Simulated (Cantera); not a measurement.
An isothermal, constant-pressure homogeneous reactor starts with C₂H₆ : N₂ = 1 : 9.1 (molar parts), at 1125 K and 13300 Pa. Integrator tolerance rtol = 1e-08.

Cantera simulation using GRI-Mech 3.0 (53 species, 325 reactions); the numbers are that mechanism's predictions, not measurements. GRI-Mech 3.0 stops at C3 and has no aromatics, soot or wall deposition, so with more carbon than oxygen in the feed, carbon stays in small species such as C2H2 where larger ones or solid carbon would form.

**Question.** What does this change do: N2 9.1 to 1.2 parts?

**Answer.** 
| quantity | before | after |
|---|---|---|
| x(C₂H₆) at 100 s | 0.000179 (gas-phase equilibrium 3.21e-5) | 0.00195 (gas-phase equilibrium 0.000377) |
| x(CH₄) at 100 s | 0.0178 (gas-phase equilibrium 0.0678) | 0.129 (gas-phase equilibrium 0.314) |
| x(H₂) at 100 s | 0.116 (gas-phase equilibrium 0.0672) | 0.268 (gas-phase equilibrium 0.124) |
| x(C₂H₄) at 100 s | 0.0304 (gas-phase equilibrium 0.00907) | 0.142 (gas-phase equilibrium 0.0579) |
| x(CH₃) at 100 s | 9.12e-7 (gas-phase equilibrium 5.92e-7) | 3.64e-6 (gas-phase equilibrium 2.03e-6) |
| x(H) at 100 s | 3.17e-7 (gas-phase equilibrium 3.18e-8) | 4.04e-7 (gas-phase equilibrium 4.31e-8) |

**Question.** What does this change do: temperature 1125 to 1148 K?

**Answer.** 
| quantity | before | after |
|---|---|---|
| x(C₂H₆) at 100 s | 0.000179 (gas-phase equilibrium 3.21e-5) | 0.000107 (gas-phase equilibrium 2.45e-5) |
| x(CH₄) at 100 s | 0.0178 (gas-phase equilibrium 0.0678) | 0.0181 (gas-phase equilibrium 0.0594) |
| x(H₂) at 100 s | 0.116 (gas-phase equilibrium 0.0672) | 0.121 (gas-phase equilibrium 0.0793) |
| x(C₂H₄) at 100 s | 0.0304 (gas-phase equilibrium 0.00907) | 0.0239 (gas-phase equilibrium 0.00796) |
| x(CH₃) at 100 s | 9.12e-7 (gas-phase equilibrium 5.92e-7) | 1.11e-6 (gas-phase equilibrium 7.78e-7) |
| x(H) at 100 s | 3.17e-7 (gas-phase equilibrium 3.18e-8) | 3.93e-7 (gas-phase equilibrium 5.56e-8) |
